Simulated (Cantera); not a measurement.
Predominance diagram of Ti at 1400 K against the partial pressures of O2 and CO (log10, bar). Standard-state values (1 bar) from the NASA 1993 polynomials, evaluated with Cantera. Candidates: Ti(β), TiC(s), TiO(s), TiO2(rutile), Ti2O3(s), Ti3O5(s), Ti4O7(s). Only these pure phases compete in this equilibrium. TiC, TiO: taken at fixed stoichiometry. Not in the tables: Magnéli phases beyond Ti4O7, TiC-TiO solid solutions.

```
log p(CO) \ log p(O2)
        columns: -22, -20.9, -19.8, -18.7, -17.6, -16.5, -15.4, -14.3, -13.2, -12.1, -11, -9.9, -8.8, -7.7, -6.6, -5.5, -4.4, -3.3, -2.2, -1.1, 0
      0  A A A A A B B B B B B A A A A A A A A A A
   -0.6  A A A C D B B B B B B B A A A A A A A A A
   -1.3  A A C C D B B B B B B B B B A A A A A A A
   -1.9  A E C C D B B B B B B B B B B A A A A A A
   -2.6  E F C C D B B B B B B B B B B B A A A A A
   -3.2  E F C C D B B B B B B B B B B B B A A A A
   -3.9  F F C C D B B B B B B B B B B B B B A A A
   -4.5  F F C C D B B B B B B B B B B B B B B B A
   -5.1  F F C C D B B B B B B B B B B B B B B B B
   -5.8  F F C C D B B B B B B B B B B B B B B B B
   -6.4  F F C C D B B B B B B B B B B B B B B B B
   -7.1  F F C C D B B B B B B B B B B B B B B B B
   -7.7  F F C C D B B B B B B B B B B B B B B B B
   -8.4  F F C C D B B B B B B B B B B B B B B B B
     -9  F F C C D B B B B B B B B B B B B B B B B
```

A: out of reach (another gas would pass 10 bar, or a non-metal would condense); B: TiO2(rutile); C: Ti3O5(s); D: Ti4O7(s); E: TiC(s); F: Ti2O3(s).
